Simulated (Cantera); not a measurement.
An adiabatic, constant-pressure homogeneous reactor starts with 4.15 % CH4, 0.307 % C2H6, 0.361 % C3H8, 20.0 % O2, 75.2 % N2, equivalence ratio 0.56, at 1475 K and 4.93 atm.

Computed with Cantera and GRI-Mech 3.0 (53 species, 325 reactions).

Problem. Predict: time of steepest temperature rise; temperature at 2.00 s; equilibrium temperature.

Solution. 
| Property | Result |
|---|---|
| time of steepest temperature rise | 73.3 µs |
| temperature at 2.00 s | 2514 K |
| equilibrium temperature | 2514 K |
